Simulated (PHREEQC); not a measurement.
Consider water at 20 °C with 0.0017 mol H2SO4, 0.012 mol FeSO4 and 0.08 mol MgSO4 per kg of water. Closed to the air; pH follows from the charge balance.

Computed with PHREEQC (ion-association model, wateq4f.dat).

Precipitation was switched off in this run.

**Question.** Predict the pH, ionic strength.

**Answer.** pH 2.94; ionic strength 0.191 mol/kgw.

**Question.** In which forms is S present?

**Answer.** SO4-2 50 %, MgSO4 42 %, FeSO4 5.4 %, HSO4- 2.1 % of the S.
